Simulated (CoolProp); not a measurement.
Model: reference Helmholtz-energy equation of state, Lemmon 2006, in CoolProp. It is a short technical equation, of lower accuracy than the large ones.

**Question.** For nitrous oxide, give the phase and the cp (kJ/(kg K)), cv (kJ/(kg K)), isothermal compressibility (1/MPa), expansivity (1/kK) at 2.95 °C and 64.6 bar.

**Answer.** 
- 2.95 °C and 64.6 bar: liquid; cp 2.15, cv 0.909, isothermal compressibility 0.00754, expansivity 5.58
